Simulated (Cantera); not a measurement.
An isothermal, constant-pressure homogeneous reactor starts with 14.0 % H2, 10.8 % O2, 75.3 % N2, at 1325 K and 100.0 Torr.

Cantera simulation using the H2/O2 subset of GRI-Mech 3.0, which has no nitrogen chemistry; the numbers are that mechanism's predictions, not measurements. The temperature is held fixed by assumption; the heat of reaction is taken as removed at once.

x: mole fraction; the columns are a selection and need not sum to one.

| t (s) | x H2 | x O2 | x O | x H | x OH | x H2O |
|---|---|---|---|---|---|---|
| 6.00e-5 | 0.140 | 0.108 | 8.14e-8 | 4.21e-7 | [?] | 4.35e-7 |
| 0.000170 | 0.139 | 0.107 | 4.03e-5 | 0.000206 | [?] | 0.000249 |
| 0.000482 | 0.0162 | 0.0505 | 0.0169 | 0.0562 | [?] | 0.0944 |
| 0.00136 | 0.0120 | 0.0464 | 0.00934 | 0.0279 | [?] | 0.117 |
| 0.00387 | 0.00480 | 0.0419 | 0.00282 | 0.00558 | [?] | 0.140 |
| 0.0110 | 0.000763 | 0.0404 | 0.000403 | 0.000318 | [?] | 0.149 |
| 0.0310 | 8.20e-5 | 0.0404 | 4.29e-5 | 1.11e-5 | [?] | 0.150 |
| 0.0879 | 1.24e-5 | 0.0404 | 6.67e-6 | 6.75e-7 | [?] | 0.150 |
| 0.249 | 2.78e-6 | 0.0404 | 1.53e-6 | 7.39e-8 | [?] | 0.150 |
| 0.706 | 8.24e-7 | 0.0405 | 4.59e-7 | 1.21e-8 | [?] | 0.150 |
| 2.00 | 3.52e-7 | 0.0405 | 1.96e-7 | 3.41e-9 | [?] | 0.150 |

### Question
What belongs in the gaps?

### Answer

- 6.00e-5, x OH: 5.48e-8
- 0.000170, x OH: 2.71e-5
- 0.000482, x OH: 0.00509
- 0.00136, x OH: 0.00420
- 0.00387, x OH: 0.00250
- 0.0110, x OH: 0.000960
- 0.0310, x OH: 0.000314
- 0.0879, x OH: 0.000124
- 0.249, x OH: 5.96e-5
- 0.706, x OH: 3.26e-5
- 2.00, x OH: 2.13e-5
